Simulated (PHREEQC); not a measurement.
Dissolve 0.02 mol CuSO4, 0.13 mol HCl and 0.013 mol Na2SO4 per kg of water at 25 °C. Closed to the air; pH follows from the charge balance.

All values are PHREEQC results (ion-association model, wateq4f.dat), not measurements.

| quantity | before | after |
|---|---|---|
| pH | 1.07 | 1.03 |
| ionic strength (mol/kgw) | 0.189 | 0.171 |
| HSO4- (mol/kgw) | 0.0236 | 0.0147 |
| SO4-2 (mol/kgw) | 0.00699 | 0.00391 |

**Question.** What was changed between the two runs?
(A) Na2SO4 left out
(B) CuSO4 replaced by Cs2SO4 at the same molality
(C) HCl left out
(D) Na2SO4 replaced by ZnSO4 at the same molality
(E) CuSO4 replaced by ZnSO4 at the same molality

**Answer.** A, Na2SO4 left out

No solid was allowed to form.
